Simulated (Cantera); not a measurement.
## Thermodynamics of chemical vapour transport, feed MgO + I2 + N2

A closed system holds: 1 mol MgO, 0.017 mol I2, a varied amount of N2, at 1398.15 K and 7.30 bar.

Equilibrium computed with Cantera from the NASA thermochemical tables; the gas is ideal and each condensed phase is pure. Candidate condensed phases: I2, Mg, MgI2, MgO; 17 gas species. Kinetics and transport are ignored.

```csv
n(N2) (mol),x N2,x I,x I2,x MgI2,x NO,x O2,n MgO(s)
0.36,0.934,0.0433,0.0224,8.35e-7,5.93e-7,1.21e-7,1.00
0.47,0.947,0.0366,0.0160,6.92e-7,5.13e-7,8.94e-8,1.00
0.63,0.959,0.0301,0.0108,5.59e-7,4.33e-7,6.29e-8,1.00
0.83,0.968,0.0249,0.00739,4.54e-7,3.65e-7,4.44e-8,1.00
1.1,0.975,0.0203,0.00492,3.65e-7,3.04e-7,3.05e-8,1.00
1.5,0.981,0.0161,0.00308,2.85e-7,2.45e-7,1.97e-8,1.00
1.9,0.985,0.0134,0.00213,2.34e-7,2.06e-7,1.39e-8,1.00
2.6,0.988,0.0104,0.00128,1.79e-7,1.62e-7,8.57e-9,1.00
3.4,0.991,0.00827,0.000818,1.42e-7,1.31e-7,5.56e-9,1.00
4.5,0.993,0.00649,0.000504,1.11e-7,1.04e-7,3.48e-9,1.000
```
x: gas mole fraction; n: condensed amount in mol.

From 0.36 mol N2 to 4.5 mol N2 the condensed part is MgO(s). The main Mg-bearing gas is MgI2 throughout.
